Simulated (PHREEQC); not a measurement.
# Acid mine or pickling water

Model water analysis in mg/L, 25 °C, pH 3.24, pe 9.2: Na 55.5; K 15.7; Ca 20.1; Mg 14.6; Cl 10.6; S(6) as SO4 293; B 0.148; N(5) as NO3 0.353; Zn 0.154; Al 0.715; Si as SiO2 3.61.

Valence states are taken as typed.

Computed with PHREEQC (ion-association model, phreeqc.dat).

Each row changes one thing in this solution. Precipitation was switched off in this run.

```tsv
case	ionic strength (mol/kgw)	Mg+2 (mol/kgw)	Ca+2 (mol/kgw)	MgSO4 (mol/kgw)	HSO4- (mol/kgw)	CaSO4 (mol/kgw)	SI of Quartz (SiO2)
as made	0.00906	0.000466	0.000411	0.000135	0.000112	9.00e-5	-0.24
Mg from 14.6 to 7.3 mg/L	(withheld)	0.000231	0.000409	6.94e-5	0.000115	9.27e-5	-0.24
Cl from 10.6 to 21.2 mg/L	(withheld)	0.000466	0.000412	0.000135	0.000112	8.96e-5	-0.24
```

**Question.** What belongs in the gaps?

**Answer.** 
- Mg from 14.6 to 7.3 mg/L, ionic strength (mol/kgw): 0.00870
- Cl from 10.6 to 21.2 mg/L, ionic strength (mol/kgw): 0.00921
